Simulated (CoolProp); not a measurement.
Vapour pressure (MPa) of acetone: the reference equation beside estimates from Tc = 508.1 K, pc = 4.692 MPa, ω = 0.307. Clausius-Clapeyron is anchored at 418 K with a constant enthalpy of vaporisation of 22.16 kJ/mol.

Values from CoolProp's reference Helmholtz-energy equation of state, Lemmon 2006. It is a short technical equation, of lower accuracy than the large ones.

```csv
T (K),reference,Lee-Kesler,Clausius-Clapeyron,van der Waals,Redlich-Kwong,Soave-Redlich-Kwong,Peng-Robinson
399.8,0.7025,0.7110,0.7713,1.665,1.025,0.7134,0.7047
408.9,0.8549,0.8658,0.8947,1.849,1.204,0.8703,0.8590
418,1.031,1.044,1.031,2.045,1.403,1.052,1.038
427.1,1.234,1.249,1.181,2.253,1.624,1.260,1.243
436.2,1.465,1.481,1.345,2.474,1.868,1.498,1.478
445.3,1.727,1.745,1.524,2.708,2.135,1.767,1.744
454.4,2.024,2.043,1.719,2.955,2.426,2.070,2.045
463.5,2.358,2.377,1.928,3.215,2.743,2.410,2.384
```

Absolute difference from the reference over all 8 rows, mean and median: Lee-Kesler 1.1 and 1.2 %, Clausius-Clapeyron 9.0 and 9.0 %, van der Waals 80.3 and 75.7 %, Redlich-Kwong 30.2 and 29.6 %, Soave-Redlich-Kwong 2.1 and 2.2 %, Peng-Robinson 0.8 and 0.8 %.
